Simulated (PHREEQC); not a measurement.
Copper plating or etch bath: speciation

Dissolve 2.9 mmol/kgw Cu(BF4)2, 37 mmol/kgw HCl and 0.24 mmol/kgw Na2SO4 at 25 °C. Closed to the air; pH follows from the charge balance.

The numbers come from PHREEQC with the ion-association model, wateq4f.dat.

```json
{
  "pH": "1.52",
  "ionic_strength": "0.0444 mol/kgw",
  "total_alkalinity": "-54.4 meq/kg"
}
```

```
species  molality  activity   log γ
-------  --------  --------  ------
Cl-        0.0369    0.0302  -0.086
H+         0.0355    0.0304  -0.066
HF        0.00627   0.00633   0.004
BF4-      0.00394   0.00319  -0.092
Cu+2      0.00275   0.00136  -0.304
H3BO3     0.00158   0.00160   0.004
Na+      0.000480  0.000398  -0.081
BF3OH-   0.000229  0.000185  -0.092
F-       0.000169  0.000139  -0.087
```

This is a speciation only: nothing precipitates in the calculation. Real BF4- forms and hydrolyses slowly; the run takes it at equilibrium.
